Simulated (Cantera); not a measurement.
## Thermodynamics of hydrogen reduction and annealing atmospheres, feed Cr₂O₃ + H₂ + H₂O

A closed system holds: 1 mol Cr₂O₃, 310 mol H₂, 0.14 mol H₂O, held at 8.00 mbar.

Cantera equilibrium calculation (NASA polynomials, part measured and part estimated; ideal gas, pure solids and liquids). Candidate condensed phases: Cr, Cr₂O₃, H₂O; 13 gas species. Mutual solubility and eutectic melting of coexisting phases are not modelled. Equilibrium is a limit: real reactors are often held back by kinetics, nucleation or transport.

```csv
T (K),x H₂,x H₂O,x Cr,x H,n Cr₂O₃(s),n Cr(s)
975,1.000,0.000451,<1e-12,1.28e-8,1.00,0
1050,1.000,0.000451,<1e-12,9.07e-8,1.00,0
1125,1.000,0.000451,6.73e-11,4.97e-7,1.00,0
1200,1.000,0.000451,3.21e-9,2.21e-6,1.00,0
1275,1.000,0.000452,9.61e-8,8.24e-6,1.000,0
1350,1.000,0.000454,1.94e-6,2.66e-5,1.000,0
1425,0.999,0.000735,1.38e-5,7.62e-5,0.971,0.0544
1500,0.998,0.00124,7.03e-5,0.000197,0.919,0.141
1575,0.997,0.00198,0.000305,0.000464,0.841,0.222
1650,0.995,0.00304,0.00115,0.00101,0.732,0.178
1725,0.990,0.00514,0.00313,0.00207,0.512,0
1800,0.980,0.00969,0.00615,0.00396,0.0331,0
```
x: gas mole fraction; n: condensed amount in mol.

From 975 K to 1350 K the condensed part is Cr₂O₃(s). From 1425 K to 1650 K the condensed part is Cr(s) + Cr₂O₃(s). From 1725 K to 1800 K the condensed part is Cr₂O₃(s).
